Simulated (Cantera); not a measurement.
Input: 1 mol Ti, 6.8 mol CH4, 110 mol H2, 9.5 mol H2O, at 0.100 bar.

Equilibrium computed with Cantera from the NASA thermochemical tables; the gas is ideal and each condensed phase is pure. Candidate condensed phases: C, C6H6, C7H8, C8H18, H2O, Ti, TiC, TiO, TiO2, Ti2O3, Ti3O5, Ti4O7; 113 gas species. Kinetics and transport are ignored.

### Question
At 1600 °C, list the 5 most abundant gas species with their mole fractions, and the condensed phases.

### Answer
H2 0.942, CO 0.0485, H2O 0.00729, H 0.00198, CO2 9.13e-5. Condensed: Ti3O5(s).
